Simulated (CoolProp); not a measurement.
A simple Rankine cycle with R1224YDZ: condensing at 328.15 K, boiler at 1.33 MPa, turbine inlet 472.1 K, turbine efficiency 0.75, pump efficiency 0.6, no recuperator. Each further row changes one setting.

The numbers come from the reference Helmholtz-energy equation of state, Akasaka 2023 in CoolProp.

```json
[
 {"case": "as stated", "thermal efficiency (%)": "7.5", "net work (kJ/kg)": "?", "heat in (kJ/kg)": "278", "turbine exit temperature (K)": "?", "volume ratio over the turbine": "?"},
 {"case": "condensing temperature 320.15 K", "thermal efficiency (%)": "8.7", "net work (kJ/kg)": "24.9", "heat in (kJ/kg)": "?", "turbine exit temperature (K)": "438.1", "volume ratio over the turbine": "4.42"},
 {"case": "boiler pressure 0.931 MPa", "thermal efficiency (%)": "5.5", "net work (kJ/kg)": "15.6", "heat in (kJ/kg)": "281", "turbine exit temperature (K)": "?", "volume ratio over the turbine": "?"},
 {"case": "turbine efficiency 0.65", "thermal efficiency (%)": "?", "net work (kJ/kg)": "18.0", "heat in (kJ/kg)": "278", "turbine exit temperature (K)": "445.9", "volume ratio over the turbine": "3.54"}
]
```

Task: What belongs in the gaps?

Result: 
- as stated, net work (kJ/kg): 20.9
- as stated, turbine exit temperature (K): 442.9
- as stated, volume ratio over the turbine: 3.51
- condensing temperature 320.15 K, heat in (kJ/kg): 287
- boiler pressure 0.931 MPa, turbine exit temperature (K): 452.0
- boiler pressure 0.931 MPa, volume ratio over the turbine: 2.43
- turbine efficiency 0.65, thermal efficiency (%): 6.5
